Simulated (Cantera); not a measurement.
Charge: 1 mol SiH2Cl2, 0.024 mol C2H2, 18 mol H2, 0.59 mol HCl, held at 2177 °C and 75.0 Torr.

Equilibrium computed with Cantera from the NASA thermochemical tables; the gas is ideal and each condensed phase is pure. Candidate condensed phases: C, C6H6, C7H8, C8H18, Si, SiC; 109 gas species. The tables' values for SiCl, SiCl3 are old estimates; treat these amounts as uncertain. Gases not in the tables: Si2H6 and higher silanes. Rates play no part.

Base state: H2 0.807, HCl 0.0880, H 0.0571, Si 0.0240, SiCl2 0.0109, Cl 0.00442, SiCl 0.00375, SiH 0.00195 (mole fractions); condensed: gas only.

What changes in the equilibrium state with this change: temperature from 2177 °C to 1425 °C?


```json
[
 {"species": "H2", "before": "0.807", "after": "0.899"},
 {"species": "HCl", "before": "0.0880", "after": "0.0768"},
 {"species": "SiCl2", "before": "0.0109", "after": "0.0236"},
 {"species": "H", "before": "0.0571", "after": "0.000434"},
 {"species": "Si", "before": "0.0240", "after": "6.58e-6"},
 {"species": "SiC2", "before": "0.000125", "after": "<1e-9"},
 {"species": "Si2C", "before": "0.00160", "after": "3.93e-8"},
 {"species": "Si2", "before": "0.000442", "after": "2.87e-8"},
 {"species": "C2H2 (acetylene)", "before": "0.000163", "after": "1.40e-8"},
 {"species": "Si3", "before": "5.77e-5", "after": "7.23e-9"},
 {"species": "Si(l), mol", "before": "0", "after": "0.454"},
 {"species": "SiC(s), mol", "before": "0", "after": "0.0480"}
]
```
Mutual solubility and eutectic melting of coexisting phases are not modelled. The tables' values for SiCl3, SiCl are old estimates; treat these amounts as uncertain.

What changes in the equilibrium state with this change: C2H2 from 0.024 to 1.4 mol?


| species | before | after |
|---|---|---|
| H2 | 0.807 | 0.816 |
| HCl | 0.0880 | 0.0989 |
| H | 0.0571 | 0.0574 |
| Si | 0.0240 | 0.00689 |
| SiCl2 | 0.0109 | 0.00391 |
| C4H2 | 1.37e-8 | 2.56e-5 |
| C2H2 (acetylene) | 0.000163 | 0.00712 |
| C2H | 7.45e-7 | 3.23e-5 |
| Si3 | 5.77e-5 | 1.36e-6 |
| C(graphite), mol | 0 | 1.75 |
| SiC(s), mol | 0 | 0.632 |
The tables' values for SiCl are old estimates; treat these amounts as uncertain.

What changes in the equilibrium state with this change: temperature from 2177 °C to 1400 °C?


```
species             before     after
----------------  --------  --------
H2                   0.807     0.899
HCl                 0.0880    0.0766
SiCl2               0.0109    0.0235
H                   0.0571  0.000342
Si                  0.0240   4.19e-6
SiC2              0.000125     <1e-9
Si2C               0.00160   2.14e-8
Si2               0.000442   1.61e-8
C2H2 (acetylene)  0.000163   9.16e-9
Si3                5.77e-5   3.99e-9
Si(s), mol               0     0.453
SiC(s), mol              0    0.0480
```
Mutual solubility and eutectic melting of coexisting phases are not modelled. The tables' values for SiCl3, SiCl are old estimates; treat these amounts as uncertain.
